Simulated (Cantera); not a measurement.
A perfectly stirred reactor is fed with CH4 : O2 : N2 = 1 : 1.54 : 5.78 (molar parts), equivalence ratio 1.3, at 5.00 bar; it is adiabatic with a 500 K inlet, and is followed from long to short residence time, starting on the burning branch (τ in s: 0.12, 0.049, 0.02, 0.0084, 0.0035, 0.0014, 0.0006, 0.00025, 0.0001, 4.2e-05, 1.7e-05, 7.2e-06).

Computed with Cantera and GRI-Mech 3.0 (53 species, 325 reactions).

Task: What does this change do: O2 1.54 to 2.2 parts?

Result: 
```
quantity                                                                       before                               after
------------------------------------------------  -----------------------------------  ----------------------------------
blow-out, bracketed by the residence times tried  burning at 0.100 ms, out at 42.0 µs  burning at 17.0 µs, out at 7.20 µs
x(CH4) at τ = 0.120 s                                                         3.23e-5                             2.17e-7
x(O2) at τ = 0.120 s                                                          3.31e-5                              0.0245
x(NO) at τ = 0.120 s                                                         0.000122                             0.00749
x(CH3) at τ = 0.120 s                                                         8.32e-6                             1.36e-7
x(H) at τ = 0.120 s                                                          0.000636                            0.000972
x(CH4) at τ = 0.600 ms                                                       0.000858                             3.55e-5
x(O2) at τ = 0.600 ms                                                         0.00212                              0.0293
x(NO) at τ = 0.600 ms                                                        0.000228                             0.00132
x(CH3) at τ = 0.600 ms                                                       0.000392                             2.16e-5
x(H) at τ = 0.600 ms                                                          0.00155                             0.00143
```

Task: What does this change do: inlet temperature 500 to 750 K?

Result: 
```csv
quantity,before,after
"blow-out, bracketed by the residence times tried","burning at 0.100 ms, out at 42.0 µs","burning at 42.0 µs, out at 17.0 µs"
x(CH4) at τ = 0.120 s,3.23e-5,4.69e-6
x(O2) at τ = 0.120 s,3.31e-5,5.94e-5
x(NO) at τ = 0.120 s,0.000122,0.000284
x(CH3) at τ = 0.120 s,8.32e-6,2.42e-6
x(H) at τ = 0.120 s,0.000636,0.00140
x(CH4) at τ = 0.600 ms,0.000858,0.000176
x(O2) at τ = 0.600 ms,0.00212,0.00112
x(NO) at τ = 0.600 ms,0.000228,0.000509
x(CH3) at τ = 0.600 ms,0.000392,0.000133
x(H) at τ = 0.600 ms,0.00155,0.00343
```
